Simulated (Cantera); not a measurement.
A perfectly stirred reactor is fed with N₂O : O₂ = 1 : 0.42 (molar parts), at 6300 Pa; it is held at 1423 K, and followed from long to short residence time.

Detailed kinetics in Cantera: GRI-Mech 3.0 (53 species, 325 reactions). GRI-Mech 3.0 was tuned for natural gas; its chemistry of N2O as a main component is partial and can be far from experiment. The temperature is held fixed by assumption; the heat of reaction is taken as removed at once.

Q: What does this change do: temperature 1423 to 1175 K?

A: 
```csv
quantity,before,after
x(N₂O) at τ = 16.0 s,0.0265,0.465
x(O₂) at τ = 16.0 s,0.428,0.350
x(NO₂) at τ = 16.0 s,7.19e-5,1.50e-5
x(O) at τ = 16.0 s,2.46e-5,1.21e-6
x(NO) at τ = 16.0 s,0.0893,0.0166
x(N₂O) at τ = 70.0 ms,0.624,0.703
x(O₂) at τ = 70.0 ms,0.310,0.296
x(NO₂) at τ = 70.0 ms,6.76e-6,1.91e-8
x(O) at τ = 70.0 ms,3.27e-5,1.22e-6
x(NO) at τ = 70.0 ms,0.0123,0.000111
```
The mechanism lacks the step 2 NO + O2 → 2 NO2, which can matter for NO2 below about 1400 K.
